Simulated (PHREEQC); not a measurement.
Synthetic water in mg/L, 25 °C, pH 2.8, pe 8.1:

| constituent | mg/L |
|---|---|
| Na | 29.6 |
| K | 103 |
| Ca | 526 |
| Mg | 48.3 |
| Cl | 50.5 |
| S(6) as SO4 | 1670 |
| Sr | 2.43 |
| Zn | 1.37 |

Valence states are taken as typed.

All values are PHREEQC results (ion-association model, phreeqc.dat), not measurements.

No solid was allowed to form.

Q: Estimate the ionic strength, charge-balance error.

A: ionic strength 0.0476 mol/kgw; charge-balance error 1.8 %.

Q: In which forms is Sr present?

A: Sr+2 67 %, SrSO4 33 % of the Sr.

Complexes and solids missing from the database can't appear.
